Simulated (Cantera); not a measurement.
Input: 1 mol Ca(OH)2, 0.18 mol H2O, 5.4 mol CO2, equilibrated at 750 Torr.

Cantera equilibrium calculation (NASA polynomials, part measured and part estimated; ideal gas, pure solids and liquids). Candidate condensed phases: C, C6H6, C7H8, C8H18, Ca, CaCO3, CaO, Ca(OH)2, H2O; 115 gas species. Kinetics and transport are ignored. All values below are at 2248 K.

Base state: CO2 0.758, H2O 0.171, CO 0.0433, O2 0.0212, OH 0.00444, H2 0.00179, O 0.000531, H 0.000311 (mole fractions); condensed: CaO(s).

### Question
What changes in the equilibrium state with this change: 0.31 mol H2 added?

### Answer
```csv
species,before,after
CO2,0.758,0.713
H2O,0.171,0.208
CO,0.0433,0.0617
O2,0.0212,0.00923
Ca(OH)2,9.62e-5,0.000117
H2,0.00179,0.00331
O,0.000531,0.000350
H,0.000311,0.000423
"CaO(s), mol",0.999,0.999
```

### Question
What changes in the equilibrium state with this change: CO2 from 5.4 to 0.044 mol?

### Answer
```csv
species,before,after
H2O,0.171,0.931
CO2,0.758,0.0324
H2,0.00179,0.0162
CO,0.0433,0.00307
O2,0.0212,0.00771
Ca(OH)2,9.62e-5,0.000524
H,0.000311,0.000936
OH,0.00444,0.00804
"CaO(s), mol",0.999,0.999
```
